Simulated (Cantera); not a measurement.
Thermodynamics of iron carbonyl, mercury and lead vapours, feed HgO + H2 + N2

Input: 1 mol HgO, 0.92 mol H2, 0.76 mol N2, equilibrated at 1100 Pa.

Cantera equilibrium calculation (NASA polynomials, part measured and part estimated; ideal gas, pure solids and liquids). Candidate condensed phases: H2O, Hg, HgO; 25 gas species. Equilibrium is a limit: real reactors are often held back by kinetics, nucleation or transport.

```csv
T (K),x Hg,x H2O,x N2,x O2,x NO,x OH,n HgO(s)
500,0.354,0.354,0.292,0.000322,1.26e-11,<1e-12,0.0783
600,0.368,0.338,0.279,0.0147,3.24e-9,<1e-12,0
700,0.368,0.338,0.279,0.0147,4.44e-8,7.85e-11,0
800,0.368,0.338,0.279,0.0147,3.16e-7,2.55e-9,0
900,0.368,0.338,0.279,0.0147,1.45e-6,3.83e-8,0
1000,0.368,0.338,0.279,0.0147,4.93e-6,3.36e-7,0
1100,0.368,0.338,0.279,0.0147,1.34e-5,1.99e-6,0
1200,0.368,0.338,0.279,0.0147,3.08e-5,8.74e-6,0
```
x: gas mole fraction; n: condensed amount in mol.

At 500 K the condensed part is HgO(s). From 600 K to 1200 K nothing is condensed. The main Hg-bearing gas is Hg throughout.
